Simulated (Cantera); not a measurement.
**Ammonia decomposition in nitride growth gas**

An isothermal, constant-pressure homogeneous reactor starts with 51.3 % NH₃, 48.7 % N₂, at 2398 K and 2200 Pa.

Model: the gas-phase N/H chemistry of the illustrative SiF4/NH3 mechanism in the Surface Chemkin manual (1991), integrated in Cantera. Walls and surfaces, which speed up NH3 decomposition in real reactors, are not modelled.

| t (s) | x NH₃ | x N₂H₂ | x NH | x N₂H₄ | x NH₂ |
|---|---|---|---|---|---|
| 5.00e-6 | 0.513 | 8.52e-11 | 2.19e-9 | <1e-12 | 3.59e-5 |
| 1.61e-5 | 0.513 | 2.62e-9 | 3.61e-8 | 1.16e-11 | 0.000132 |
| 5.15e-5 | 0.512 | 4.66e-8 | 5.17e-7 | 1.35e-10 | 0.000442 |
| 0.000165 | 0.511 | 7.15e-7 | 7.06e-6 | 1.41e-9 | 0.00142 |
| 0.000531 | 0.507 | 8.57e-6 | 4.60e-5 | 1.16e-8 | 0.00407 |
| 0.00171 | 0.488 | 2.26e-5 | 0.000101 | 2.46e-8 | 0.00590 |
| 0.00548 | 0.432 | 1.89e-5 | 0.000128 | 1.55e-8 | 0.00469 |
| 0.0176 | 0.298 | 1.13e-5 | 0.000139 | 7.09e-9 | 0.00317 |
| 0.0565 | 0.107 | 3.26e-6 | 0.000106 | 1.50e-9 | 0.00146 |
| 0.181 | 0.00594 | 1.38e-7 | 3.99e-5 | 2.82e-11 | 0.000200 |
| 0.582 | 2.46e-6 | 5.24e-12 | 8.04e-7 | <1e-12 | 5.72e-7 |
| 1.87 | 6.63e-8 | <1e-12 | 9.68e-8 | <1e-12 | 3.26e-8 |
| 6.00 | 5.41e-8 | <1e-12 | 8.58e-8 | <1e-12 | 2.77e-8 |
x: mole fraction; the columns are a selection and need not sum to one.

Equilibrium at this temperature and pressure: NH₃ 5.41e-8, N₂H₂ <1e-12, NH 8.58e-8, N₂H₄ <1e-12, NH₂ 2.77e-8 (gas phase only).
